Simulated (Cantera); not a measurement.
## Iron carbonyl, mercury and lead vapours: Pb + O2 + N2

Charge: 1 mol Pb, 2.8 mol O2, 0.66 mol N2, at 2400 Pa.

Method: chemical equilibrium by Gibbs-energy minimisation in Cantera with the NASA 1993 tables (ideal gas, pure condensed phases). Candidate condensed phases: Pb, PbO, PbO2, Pb3O4; 12 gas species. Rates play no part.

```json
[
 {"T (°C)": "400", "x O2": "0.777", "x N2": "0.223", "x PbO": "<1e-12", "x NO": "1.53e-7", "x NO2": "7.38e-8", "x Pb": "<1e-12", "x O": "<1e-12", "n PbO(red)": "1.00", "n PbO(yellow)": "0"},
 {"T (°C)": "450", "x O2": "0.777", "x N2": "0.223", "x PbO": "3.23e-11", "x NO": "4.75e-7", "x NO2": "1.11e-7", "x Pb": "<1e-12", "x O": "<1e-12", "n PbO(red)": "1.00", "n PbO(yellow)": "0"},
 {"T (°C)": "500", "x O2": "0.777", "x N2": "0.223", "x PbO": "6.68e-10", "x NO": "1.27e-6", "x NO2": "1.59e-7", "x Pb": "<1e-12", "x O": "<1e-12", "n PbO(red)": "0", "n PbO(yellow)": "1.00"},
 {"T (°C)": "550", "x O2": "0.777", "x N2": "0.223", "x PbO": "9.47e-9", "x NO": "3.01e-6", "x NO2": "2.17e-7", "x Pb": "<1e-12", "x O": "1.31e-12", "n PbO(red)": "0", "n PbO(yellow)": "1.00"},
 {"T (°C)": "600", "x O2": "0.777", "x N2": "0.223", "x PbO": "9.82e-8", "x NO": "6.47e-6", "x NO2": "2.87e-7", "x Pb": "2.51e-12", "x O": "1.08e-11", "n PbO(red)": "0", "n PbO(yellow)": "1.00"},
 {"T (°C)": "650", "x O2": "0.777", "x N2": "0.223", "x PbO": "7.86e-7", "x NO": "1.28e-5", "x NO2": "3.68e-7", "x Pb": "5.14e-11", "x O": "7.10e-11", "n PbO(red)": "0", "n PbO(yellow)": "1.000"},
 {"T (°C)": "700", "x O2": "0.777", "x N2": "0.223", "x PbO": "5.04e-6", "x NO": "2.36e-5", "x NO2": "4.61e-7", "x Pb": "7.65e-10", "x O": "3.85e-10", "n PbO(red)": "0", "n PbO(yellow)": "1.000"},
 {"T (°C)": "750", "x O2": "0.777", "x N2": "0.223", "x PbO": "2.68e-5", "x NO": "4.10e-5", "x NO2": "5.64e-7", "x Pb": "8.70e-9", "x O": "1.77e-9", "n PbO(red)": "0", "n PbO(yellow)": "1.000"},
 {"T (°C)": "800", "x O2": "0.777", "x N2": "0.223", "x PbO": "0.000121", "x NO": "6.76e-5", "x NO2": "6.77e-7", "x Pb": "7.84e-8", "x O": "7.08e-9", "n PbO(red)": "0", "n PbO(yellow)": "1.000"},
 {"T (°C)": "850", "x O2": "0.777", "x N2": "0.223", "x PbO": "0.000477", "x NO": "0.000107", "x NO2": "8.01e-7", "x Pb": "5.78e-7", "x O": "2.50e-8", "n PbO(red)": "0", "n PbO(yellow)": "0.999"}
]
```
x: gas mole fraction; n: condensed amount in mol.

From 400 °C to 450 °C the condensed part is PbO(red). From 500 °C to 850 °C the condensed part is PbO(yellow).
